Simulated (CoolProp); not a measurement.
Ethane at 269.46 K and 1.21 MPa flows at 1.1 m/s in a round tube of 25 mm bore and 1.5 µm roughness, fully developed (64/Re and Nu = 3.66 if laminar; Colebrook and Gnielinski if turbulent). Each further row changes one setting.

The numbers come from the reference Helmholtz-energy equation of state, Bücker 2006 in CoolProp.

```json
[
 {"case": "as stated", "Reynolds number": "58600", "Darcy friction factor": "0.0204", "pressure drop (Pa/m)": "9.31", "heat-transfer coefficient (W/(m² K))": "…", "mass flow (kg/h)": "36.6"},
 {"case": "velocity 2.2 m/s", "Reynolds number": "117000", "Darcy friction factor": "0.0178", "pressure drop (Pa/m)": "32.4", "heat-transfer coefficient (W/(m² K))": "…", "mass flow (kg/h)": "…"},
 {"case": "diameter 50 mm", "Reynolds number": "117000", "Darcy friction factor": "0.0176", "pressure drop (Pa/m)": "4.01", "heat-transfer coefficient (W/(m² K))": "…", "mass flow (kg/h)": "…"}
]
```

Problem. Some entries are withheld; supply them.

Solution. 
- as stated, heat-transfer coefficient (W/(m² K)): 106
- velocity 2.2 m/s, heat-transfer coefficient (W/(m² K)): 185
- velocity 2.2 m/s, mass flow (kg/h): 73.3
- diameter 50 mm, heat-transfer coefficient (W/(m² K)): 91.8
- diameter 50 mm, mass flow (kg/h): 147

Viscosity comes from a separate model (Friend 1991). Thermal conductivity comes from a separate model (Friend 1991).
